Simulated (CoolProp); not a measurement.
Vapour-liquid equilibrium of R22 (1) + methanol (2) at 141 kPa; x and y are mole fractions of (1).

The numbers come from the multi-fluid Helmholtz-energy mixture model, Kamei 1995 and de Reuck 1993; pair parameters Bell 2016 in CoolProp.

```json
[
 {"x": "0.05", "bubble temperature (K)": "310.0", "y at the bubble point": "0.787", "dew temperature at overall composition x (K)": "344.9", "liquid density (mol/L)": "23.57"},
 {"x": "0.15", "bubble temperature (K)": "277.8", "y at the bubble point": "0.965", "dew temperature at overall composition x (K)": "341.9", "liquid density (mol/L)": "23.33"},
 {"x": "0.25", "bubble temperature (K)": "264.9", "y at the bubble point": "0.986", "dew temperature at overall composition x (K)": "338.7", "liquid density (mol/L)": "22.57"},
 {"x": "0.35", "bubble temperature (K)": "257.8", "y at the bubble point": "0.992", "dew temperature at overall composition x (K)": "335.2", "liquid density (mol/L)": "21.70"},
 {"x": "0.45", "bubble temperature (K)": "253.1", "y at the bubble point": "0.995", "dew temperature at overall composition x (K)": "331.1", "liquid density (mol/L)": "20.81"},
 {"x": "0.55", "bubble temperature (K)": "249.8", "y at the bubble point": "0.996", "dew temperature at overall composition x (K)": "326.4", "liquid density (mol/L)": "19.91"},
 {"x": "0.65", "bubble temperature (K)": "247.2", "y at the bubble point": "0.997", "dew temperature at overall composition x (K)": "320.7", "liquid density (mol/L)": "19.03"},
 {"x": "0.75", "bubble temperature (K)": "245.0", "y at the bubble point": "0.998", "dew temperature at overall composition x (K)": "313.4", "liquid density (mol/L)": "18.16"},
 {"x": "0.85", "bubble temperature (K)": "242.9", "y at the bubble point": "0.999", "dew temperature at overall composition x (K)": "303.0", "liquid density (mol/L)": "17.31"},
 {"x": "0.95", "bubble temperature (K)": "240.8", "y at the bubble point": "1.000", "dew temperature at overall composition x (K)": "283.4", "liquid density (mol/L)": "16.46"}
]
```

No azeotrope shows between x = 0.05 and 0.95.

The pair parameters rest on a limited set of measurements; away from them the model extrapolates. With so large a gap from Raoult's law the liquid may split in two, which this calculation doesn't test in full.
